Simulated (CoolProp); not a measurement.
A closed Brayton cycle with nitrogen: compressor inlet 323.15 K and 5.3 MPa, high pressure 13.2 MPa, turbine inlet 790 K, compressor efficiency 0.85, turbine efficiency 0.9, recuperator effectiveness 0.9 (on enthalpy, no pinch check). Each further row changes one setting.

The numbers come from the reference Helmholtz-energy equation of state, Span 2000 in CoolProp.

```tsv
case	thermal efficiency (%)	net work (kJ/kg)	compressor to turbine work	compressor exit (K)	turbine exit (K)
as stated	27.6	55.8	0.69	437.7	634.4
turbine inlet 740 K	23.9	44.5	0.73	437.7	(withheld)
compressor inlet 333.15 K	25.9	51.8	(withheld)	451.2	634.4
high pressure 11.2 MPa	(withheld)	51.3	0.65	414.8	(withheld)
recuperator effectiveness 0.5	19.4	55.8	0.69	437.7	634.4
```

### Question
Some entries are withheld; supply them.

### Answer

- turbine inlet 740 K, turbine exit (K): 592.8
- compressor inlet 333.15 K, compressor to turbine work: 0.71
- high pressure 11.2 MPa, thermal efficiency (%): 28.8
- high pressure 11.2 MPa, turbine exit (K): 660.0
